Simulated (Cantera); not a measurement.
Input (Python, Cantera) and output of one run.

```python
import numpy as np
import cantera as ct

gas_names = """
    N NO NO2 NO3 N2 N2O O O2 O3 Si SiN SiO SiO2 Si2 Si2N Si3
""".split()
cond_names = """
    Si(cr) Si(L) SiO2(Lqz) SiO2(hqz) SiO2(L) Si2N2O(s) Si3N4(a)
""".split()


# ... load() reads the species with a 1 bar reference pressure and builds the phases ...
atoms = {
    'Si': {'Si': 1},
    'N2O': {'N': 2, 'O': 1},
    'N2': {'N': 2},
}
top_T = {'Si2N2O(s)': 2100, 'Si3N4(a)': 2400}  # K; cautious upper limits of use, not melting points


# ... equilibrate(T, P, feed) seeds the gas with the atoms and calls Mixture.equilibrate('TP', solver="vcs", rtol=1e-11, max_steps=5000) ...
results = []
feed = {'Si': 1, 'N2O': 0.13, 'N2': 6.3}  # mol
P = 210  # Pa
for T in [1150, 1250, 1350, 1450, 1550, 1650, 1750, 1850]:
    mix = equilibrate(T, P, feed)
    results.append((T, P, feed, dict(zip(mix.species_names, mix.species_moles))))

top = {s: max(r[3][s] / sum(r[3][g] for g in gas_names) for r in results) for s in gas_names}
cols = sorted((s for s in top if top[s] > 0.0001), key=lambda s: -top[s])[:6]
seen = [c for c in cond_names if any(r[3].get(c, 0) > 1e-12 for r in results)]
print("log10 of partial pressures in bar; condensed amounts in mol")
print(f"{'T/K':>10s}" + "".join(f"{s[:9]:>10s}" for s in cols + seen))
for T, P, feed, n in results:
    ng = sum(n[g] for g in gas_names)
    print(f"{T:10.4g}" + "".join(f"{np.log10(max(n[s] / ng * P / 1e5, 1e-99)):10.3f}" for s in cols)
          + "".join(f"{n.get(c, 0):10.4g}" for c in seen))
```

Result:

```
log10 of partial pressures in bar; condensed amounts in mol
       T/K        N2       SiO        Si     Si(L) Si2N2O(s)  Si3N4(a)
      1150    -2.678   -12.770   -16.417         0      0.13    0.2467
      1250    -2.678   -10.651   -13.895         0      0.13    0.2467
      1350    -2.678    -8.851   -11.750         0      0.13    0.2467
      1450    -2.678    -7.305    -9.904         0    0.1299    0.2467
      1550    -2.678    -5.963    -8.301         0     0.127    0.2477
      1650    -2.681    -4.787    -6.892         0   0.08436    0.2617
      1750    -2.687    -4.381    -5.824    0.8648         0         0
      1850    -2.688    -4.382    -5.191     0.848         0         0
```

Method: chemical equilibrium by Gibbs-energy minimisation in Cantera with the NASA 1993 tables (ideal gas, pure condensed phases). Mutual solubility and eutectic melting of coexisting phases are not modelled. The tables' values for SiN are old estimates; treat these amounts as uncertain.
